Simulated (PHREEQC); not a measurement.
HF is added in steps, without added water, to 1 kg of water holding 0.0013 mol NiSO4 and 0.00037 mol NaOH, at 20 °C. Oxygen is held at 0.21 atm. CO2 from the air is kept out. No solid was allowed to form.

Base run: PHREEQC, ion-association model, wateq4f.dat. Each further column changes one thing. The table gives pH.

| HF added (mol) | base | diluted 5-fold with water | diluted 2-fold with water | solids may form |
|---|---|---|---|---|
| 0 | 9.13 | 9.05 | 9.09 | 6.77 |
| 0.00045 | 4.32 | 3.60 | 3.77 | 4.32 |
| 0.0009 | 3.58 | 3.34 | 3.42 | 3.58 |
| 0.00135 | 3.36 | 3.20 | 3.26 | 3.36 |
| 0.0018 | 3.23 | 3.11 | 3.16 | 3.23 |
| 0.00225 | 3.15 | 3.05 | 3.08 | 3.15 |
| 0.0027 | 3.08 | 2.99 | 3.03 | 3.08 |
| 0.00315 | 3.03 | 2.95 | 2.98 | 3.03 |
| 0.0036 | 2.98 | 2.91 | 2.94 | 2.98 |

In at least one series the solution becomes supersaturated in solids that the run did not let form, among them Ni(OH)2, Ni4(OH)6SO4. The database's Ni(OH)2 is the aged solid; a fresh precipitate is more soluble. Solids allowed in the column 'solids may form': Ni(OH)2, Ni4(OH)6SO4, Mirabilite, Morenosite.
